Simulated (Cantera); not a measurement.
A Cantera script and what it prints.

```python
import numpy as np
import cantera as ct

gas_names = """
    C CH CH2 CH3 CH2OH CH3O CH4 CH3OH CO CO2 COOH C2 C2H CHCO,ketyl C2H2,acetylene C2H2,vinylidene
    CH2CO,ketene C2H3,vinyl CH3CO,acetyl C2H4 C2H4O,ethylen CH3CHO,ethanal CH3COOH (HCOOH)2 C2H5 C2H6
    CH3OCH3 C2H5OH C2O C3 C3H3,propargyl C3H4,allene C3H4,propyne C3H4,cyclo- C3H5,allyl C3H6,propylene
    C3H6,cyclo- C3H6O C3H7,n-propyl C3H7,i-propyl C3H8 C3H8O,1propanol C3H8O,2propanol C3O2 C4 C4H2
    C4H4,1,3-cyclo- C4H6,butadiene C4H6,2-butyne C4H6,cyclo- C4H8,1-butene C4H8,cis2-buten
    C4H8,tr2-butene C4H8,isobutene C4H8,cyclo- (CH3COOH)2 C4H9,n-butyl C4H9,i-butyl C4H9,s-butyl
    C4H9,t-butyl C4H10,isobutane C4H10,n-butane C5 C5H6,1,3cyclo- C5H8,cyclo- C5H10,1-pentene
    C5H10,cyclo- C5H11,pentyl C5H11,t-pentyl C5H12,n-pentane C5H12,i-pentane CH3C(CH3)2CH3 C6H2
    C6H5,phenyl C6H5O,phenoxy C6H6 C6H5OH,phenol C6H10,cyclo- C6H12,1-hexene C6H12,cyclo- C6H13,n-hexyl
    C7H7,benzyl C7H8 C7H8O,cresol C7H14,1-heptene C7H15,n-heptyl C7H16,n-heptane C8H8,styrene
    C8H10,ethylbenz C8H16,1-octene C8H17,n-octyl C8H18,isooctane C8H18,n-octane C9H19,n-nonyl
    C10H8,naphthale C10H21,n-decyl C12H9,o-bipheny C12H10,bipheny Fe FeC5O5 FeO Fe(OH)2 H HCO HO2 H2
    HCHO,formaldehy HCOOH H2O H2O2 O OH O2 O3
""".split()
cond_names = """
    C(gr) C6H6(L) C7H8(L) C8H18(L),n-octa Fe(a) Fe(c) Fe(d) Fe(L) FeC5O5(L) FeO(s) FeO(L) Fe(OH)2(s)
    Fe(OH)3(s) Fe2O3(s) Fe3O4(s) H2O(s) H2O(L)
""".split()


def load(file, names, dense=False):
    # The tables refer to 1 bar. Condensed volumes are neglected.
    table = {s.name: s for s in ct.Species.list_from_file(file)}
    out = []
    for n in names:
        d = dict(table[n].input_data)
        d["thermo"] = dict(d["thermo"], **{"reference-pressure": 1e5})
        if dense:
            d["equation-of-state"] = {"model": "constant-volume", "density": "1e6 g/cm^3"}
        out.append(ct.Species.from_dict(d))
    return out


gas = ct.Solution(thermo="ideal-gas", species=load("nasa_gas.yaml", gas_names))
cond = {s.name: ct.Solution(thermo="fixed-stoichiometry", species=[s], name=s.name)
        for s in load("nasa_condensed.yaml", cond_names, dense=True)}
atoms = {
    'Fe2O3': {'Fe': 2, 'O': 3},
    'CO': {'C': 1, 'O': 1},
    'H2': {'H': 2},
}
top_T = {'C(gr)': 4500, 'Fe2O3(s)': 1830, 'Fe3O4(s)': 1870}  # K; cautious upper limits of use, not melting points


def equilibrate(T, P, feed):
    n = {}
    for name, mol in feed.items():
        for a, k in atoms[name].items():
            n[a] = n.get(a, 0.0) + k * mol
    gas.TPX = T, P, n
    mass = sum(n.values()) * gas.mean_molecular_weight
    gas.equilibrate("TP")
    valid = [c for c in cond.values() if c.min_temp <= T <= top_T.get(c.name, c.max_temp)]
    mix = ct.Mixture([(gas, mass / gas.mean_molecular_weight)] + [(c, 0.0) for c in valid])
    mix.T, mix.P = T, P
    mix.equilibrate("TP", solver="vcs", rtol=1e-11, max_steps=5000)
    return mix


results = []
feed = {'Fe2O3': 1, 'CO': 4.6, 'H2': 0.47}  # mol
P = 540  # Pa
for T in [1398, 1448, 1498, 1548, 1598, 1648, 1698]:
    mix = equilibrate(T, P, feed)
    results.append((T, P, feed, dict(zip(mix.species_names, mix.species_moles))))

top = {s: max(r[3][s] / sum(r[3][g] for g in gas_names) for r in results) for s in gas_names}
cols = sorted((s for s in top if top[s] > 1e-05), key=lambda s: -top[s])[:6]
seen = [c for c in cond_names if any(r[3].get(c, 0) > 1e-12 for r in results)]
print("log10 of partial pressures in bar; condensed amounts in mol")
print(f"{'T/K':>10s}" + "".join(f"{s[:9]:>10s}" for s in cols + seen))
for T, P, feed, n in results:
    ng = sum(n[g] for g in gas_names)
    print(f"{T:10.4g}" + "".join(f"{np.log10(max(n[s] / ng * P / 1e5, 1e-99)):10.3f}" for s in cols)
          + "".join(f"{n.get(c, 0):10.4g}" for c in seen))
```

Result:

```
log10 of partial pressures in bar; condensed amounts in mol
       T/K        CO       CO2        H2       H2O        Fe         H    FeO(s)    FeO(L)
      1398    -2.398    -3.045    -3.473    -3.785    -7.951    -7.061         2         0
      1448    -2.397    -3.050    -3.485    -3.762    -7.446    -6.778         2         0
      1498    -2.396    -3.054    -3.496    -3.742    -6.976    -6.513         2         0
      1548    -2.395    -3.057    -3.507    -3.723    -6.537    -6.265         2         0
      1598    -2.395    -3.061    -3.518    -3.707    -6.127    -6.033     1.999         0
      1648    -2.394    -3.064    -3.528    -3.692    -5.743    -5.814     1.998         0
      1698    -2.394    -3.066    -3.539    -3.679    -5.404    -5.609         0     1.996
```

Method: chemical equilibrium by Gibbs-energy minimisation in Cantera with the NASA 1993 tables (ideal gas, pure condensed phases). The tables' stoichiometric FeO is somewhat more stable than real wüstite, so its field is too wide. FeO: taken at fixed stoichiometry.
